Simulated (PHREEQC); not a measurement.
Dissolve 0.01 mol/kgw CuSO4, 0.0066 mol/kgw HBF4 and 0.0019 mol/kgw H3BO3 at 25 °C. Closed to the air; pH follows from the charge balance.

All values are PHREEQC results (ion-association model, wateq4f.dat), not measurements.

Precipitation was switched off in this run.

Q: Estimate the pH, ionic strength.

A: pH 2.37; ionic strength 0.0334 mol/kgw.

Q: In which forms is F present?

A: BF4- 76 %, HF 14 %, BF3OH- 5.8 %, F- 2.5 %, BF2(OH)2- 1.5 % of the F.

Real BF4- forms and hydrolyses slowly; the run takes it at equilibrium.
